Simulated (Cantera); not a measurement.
Input: 1 mol Si₂Cl₆, 1.6 mol HCl, 140 mol H₂, equilibrated at 602 °C and 1.30 bar.

Cantera equilibrium calculation (NASA polynomials, part measured and part estimated; ideal gas, pure solids and liquids). The feed counts by its element totals alone. The tables' values for SiCl₃ are old estimates; treat these amounts as uncertain. The numbers say what is thermodynamically allowed, not how fast it happens.

```
species       before     after
----------  --------  --------
H₂             0.983     0.975
HCl          0.00329    0.0133
SiHCl₃       0.00541   0.00589
SiCl₄        0.00827   0.00461
SiCl₂        1.22e-6  0.000383
SiCl₃        1.32e-5  0.000379
SiH₃Cl       4.67e-6   3.86e-5
SiH₂Cl₂     0.000324  0.000922
Si(s), mol         0     0.253
```
Gas species are given as mole fractions.

Problem. Which change was made?
A. temperature from 602 °C to 952 °C
B. temperature from 602 °C to 1525 °C
C. H₂ from 140 to 3.7 mol
D. temperature from 602 °C to 852 °C

Solution. D, temperature from 602 °C to 852 °C
